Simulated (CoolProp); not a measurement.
The numbers come from the reference Helmholtz-energy equation of state, de Reuck 1993 in CoolProp.

Problem. For methanol, give the phase and the density (kg/m³), speed of sound (m/s), viscosity (µPa s), Prandtl number at 495.2 K and 288 bar.

Solution. 
- 495.2 K and 288 bar: liquid; density 606, speed of sound 725, viscosity 103, Prandtl number 2.52

Viscosity comes from a separate model (Xiang 2006). Thermal conductivity comes from a separate model (Sykioti 2013).
